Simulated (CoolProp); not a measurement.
Properties of hydrogen chloride at several states.

Values from CoolProp's reference Helmholtz-energy equation of state, Thol 2018.

```tsv
T (K)	p (MPa)	phase	Joule-Thomson coefficient (K/MPa)	expansivity (1/kK)
584.2	36.9	supercritical	1.643	…
346.4	0.424	gas	11.11	3.031
320.6	10.6	liquid	1.197	11.32
593.3	1.08	gas	…	1.731
368.5	8.09	gas	…	…
```

Complete the blanks.


- 584.2, expansivity (1/kK): 2.726
- 593.3, Joule-Thomson coefficient (K/MPa): 4.088
- 368.5, Joule-Thomson coefficient (K/MPa): 7.858
- 368.5, expansivity (1/kK): 7.013
